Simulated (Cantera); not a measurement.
Feed: 1 mol ZrN, 5 mol H2, equilibrated at 1575 K and 1.33 mbar.

Cantera equilibrium calculation (NASA polynomials, part measured and part estimated; ideal gas, pure solids and liquids). Candidate condensed phases: Zr, ZrN; 11 gas species. ZrN: taken at fixed stoichiometry. Kinetics and transport are ignored.

Base state: H2 0.999, H 0.00114 (mole fractions); condensed: ZrN(s).

### Question
What changes in the equilibrium state with this change: pressure from 1.33 mbar to 4.40 mbar?

### Answer
| species | before | after |
|---|---|---|
| H2 | 0.999 | 0.999 |
| H | 0.00114 | 0.000626 |
| ZrN(s), mol | 1.00 | 1.00 |
